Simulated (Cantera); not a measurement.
A Cantera script and what it prints.

```python
import numpy as np
import cantera as ct

gas_names = """
    B BCL BCL2 BCL3 BN B2 CL CL2 N N2
""".split()
cond_names = """
    B(b) B(L) BN(s)
""".split()


# ... load() reads the species with a 1 bar reference pressure and builds the phases ...
atoms = {
    'BCl3': {'B': 1, 'CL': 3},
    'N2': {'N': 2},
}
top_T = {'BN(s)': 3200}  # K; cautious upper limits of use, not melting points


# ... equilibrate(T, P, feed) seeds the gas with the atoms and calls Mixture.equilibrate('TP', solver="vcs", rtol=1e-11, max_steps=5000) ...
results = []
feed = {'BCl3': 1, 'N2': 27}  # mol
P = 13332.2  # Pa
for T in [923, 1023, 1123, 1223, 1323, 1423, 1523, 1623, 1723, 1823, 1923, 2023]:
    mix = equilibrate(T, P, feed)
    results.append((T, P, feed, dict(zip(mix.species_names, mix.species_moles))))

top = {s: max(r[3][s] / sum(r[3][g] for g in gas_names) for r in results) for s in gas_names}
cols = sorted((s for s in top if top[s] > 0.0001), key=lambda s: -top[s])[:6]
seen = [c for c in cond_names if any(r[3].get(c, 0) > 1e-12 for r in results)]
print("log10 of partial pressures in bar; condensed amounts in mol")
print(f"{'T/K':>10s}" + "".join(f"{s[:9]:>10s}" for s in cols + seen))
for T, P, feed, n in results:
    ng = sum(n[g] for g in gas_names)
    print(f"{T:10.4g}" + "".join(f"{np.log10(max(n[s] / ng * P / 1e5, 1e-99)):10.3f}" for s in cols)
          + "".join(f"{n.get(c, 0):10.4g}" for c in seen))
```

It prints:

```
log10 of partial pressures in bar; condensed amounts in mol
       T/K        N2      BCL3        CL      BCL2       BCL     BN(s)
       923    -0.891    -2.322    -8.401   -11.278   -16.611  4.55e-07
      1023    -0.891    -2.322    -7.433    -9.777   -14.170 3.213e-06
      1123    -0.891    -2.322    -6.636    -8.545   -12.168 1.785e-05
      1223    -0.891    -2.322    -5.967    -7.518   -10.497 7.792e-05
      1323    -0.891    -2.322    -5.398    -6.648    -9.081 0.0002739
      1423    -0.891    -2.323    -4.907    -5.903    -7.868 0.0007959
      1523    -0.891    -2.324    -4.480    -5.257    -6.816  0.001942
      1623    -0.891    -2.326    -4.105    -4.694    -5.896  0.003955
      1723    -0.891    -2.332    -3.774    -4.199    -5.087  0.006294
      1823    -0.892    -2.346    -3.482    -3.766    -4.370  0.005274
      1923    -0.893    -2.374    -3.179    -3.436    -3.826         0
      2023    -0.895    -2.429    -2.870    -3.203    -3.438         0
```

Equilibrium computed with Cantera from the NASA thermochemical tables; the gas is ideal and each condensed phase is pure. N2 is the only nitrogen source here; it is nearly inert below about 1500 K, so the nitride shown seldom forms there in practice. The tables' values for BCl2, BCl are old estimates; treat these amounts as uncertain.
